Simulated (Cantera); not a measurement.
# Reactions in the system C-O-Si

Standard-state values (1 bar) from the NASA 1993 polynomials, evaluated with Cantera. Values are per mole of reaction as written; species without (g) are pure solids or liquids, kept so even where they would boil at 1 bar.

O2(g) + Si2C(g) = C + 2 SiO(g)

```
T (K)  ΔH° (kJ)  ΔS° (J/K)  ΔG° (kJ)  log10 K
-----  --------  ---------  --------  -------
1275     -738.7      -23.6    -708.7    29.03
1300     -738.7      -23.6    -708.1    28.45
1325     -738.7      -23.5    -707.5    27.89
1350     -738.7      -23.5    -706.9    27.35
1375     -738.7      -23.5    -706.3    26.83
1400     -738.7      -23.5    -705.7    26.33
1425     -738.7      -23.5    -705.1    25.85
1450     -738.7      -23.5    -704.6    25.38
1475     -738.6      -23.5    -704.0    24.93
1500     -738.6      -23.5    -703.4    24.49
1525     -738.6      -23.5    -702.8    24.07
```

Si + 2 CO(g) = SiC2(g) + 2 O(g)

| T (K) | ΔH° (kJ) | ΔS° (J/K) | ΔG° (kJ) | log10 K |
|---|---|---|---|---|
| 1275 | 1342.7 | 158.1 | 1141.1 | -46.75 |
| 1300 | 1342.8 | 158.1 | 1137.2 | -45.69 |
| 1325 | 1342.9 | 158.2 | 1133.2 | -44.67 |
| 1350 | 1343.0 | 158.3 | 1129.3 | -43.69 |
| 1375 | 1343.1 | 158.4 | 1125.3 | -42.75 |
| 1400 | 1343.2 | 158.4 | 1121.3 | -41.84 |
| 1425 | 1343.3 | 158.5 | 1117.4 | -40.96 |
| 1450 | 1343.3 | 158.6 | 1113.4 | -40.11 |
| 1475 | 1343.4 | 158.6 | 1109.5 | -39.29 |
| 1500 | 1343.5 | 158.7 | 1105.5 | -38.50 |
| 1525 | 1343.6 | 158.7 | 1101.5 | -37.73 |
